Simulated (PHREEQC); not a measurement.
A column of 0.5 m (40 cells, dispersivity 0.04 m, 300 s a shift, diffusion coefficient 3e-10 m²/s) holds 0.0009 eq of the database's cation exchanger X per kg of pore water, first in equilibrium with 1.7 mmol/kgw (NH4)2SO4, 72 mmol/kgw MnCl2 and 0.01 mmol/kgw HCl. It is flushed with 0.00052 mol/kgw NH4Cl and 1e-05 mol/kgw HCl, at 15 °C. Values are for the last cell. No CO2 enters from the air. Nothing may precipitate in this run.

Base run: PHREEQC, ion-association model, phreeqc.dat. Each further column changes one thing. The table gives NH4 in solution (mol/kgw).

| pore volumes | base | exchange capacity from 0.0009 to 0.00045 eq/kgw | dispersivity from 0.04 to 0.08 m |
|---|---|---|---|
| 0 | 0.00340 | 0.00340 | 0.00340 |
| 1.012 | 0.00172 | 0.00171 | 0.00166 |
| 2.013 | 0.000536 | ___ | ___ |
| 3.013 | 0.000429 | 0.000463 | ___ |
| 4.013 | 0.000455 | ___ | 0.000457 |
| 5.013 | 0.000477 | ___ | 0.000462 |
| 6.013 | 0.000488 | 0.000500 | 0.000477 |

### Question
Fill in the missing entries.

### Answer

- 2.013, exchange capacity from 0.0009 to 0.00045 eq/kgw: 0.000555
- 2.013, dispersivity from 0.04 to 0.08 m: 0.000656
- 3.013, dispersivity from 0.04 to 0.08 m: 0.000497
- 4.013, exchange capacity from 0.0009 to 0.00045 eq/kgw: 0.000478
- 5.013, exchange capacity from 0.0009 to 0.00045 eq/kgw: 0.000493
